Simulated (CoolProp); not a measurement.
Model: reference Helmholtz-energy equation of state, Gao 2022, in CoolProp.

Q: For n-perfluoropentane, give the phase and the cp (kJ/(kg K)), isothermal compressibility (1/MPa) at 425 K and 0.413 MPa; 425 K and 0.825 MPa.

A: 
- 425 K and 0.413 MPa: gas; cp 0.994, isothermal compressibility 2.61
- 425 K and 0.825 MPa: gas; cp 1.02, isothermal compressibility 1.45
